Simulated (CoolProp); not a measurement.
Saturation properties of R245fa.

The numbers come from the reference Helmholtz-energy equation of state, Akasaka 2015 in CoolProp.

| T (°C) | p (kPa) | liquid density (kg/m³) | surface tension (mN/m) | liquid viscosity (µPa s) | liquid conductivity (mW/(m K)) |
|---|---|---|---|---|---|
| -79.45 | 0.2143 | 1593 | 27.9 | 2120 | 127 |
| -60.15 | 1.298 | 1549 | 25.2 | 1370 | 120 |
| -40.85 | 5.518 | 1504 | 22.5 | 962 | 113 |
| -21.45 | 18.10 | 1457 | 19.8 | 715 | 106 |
| -2.15 | 48.26 | 1409 | 17.2 | 551 | 100 |
| 17.25 | 110.6 | 1359 | 14.6 | 433 | 94.3 |
| 36.55 | 223.4 | 1307 | 12.2 | 345 | 88.5 |
| 55.85 | 410.1 | 1250 | 9.76 | 277 | 82.9 |
| 75.25 | 699.3 | 1187 | 7.44 | 222 | 77.3 |
| 94.55 | 1118 | 1116 | 5.25 | 177 | 71.7 |
| 113.95 | 1706 | 1030 | 3.20 | 139 | 65.8 |

It boils at 15.0 °C under 1 atm.

Viscosity comes from a separate model (Bell 2016), an estimate that may be off by 10 % or more. Thermal conductivity comes from a separate model (Huber 2003), an estimate that may be off by 10 % or more. Surface tension comes from a separate correlation (Mulero 2012).
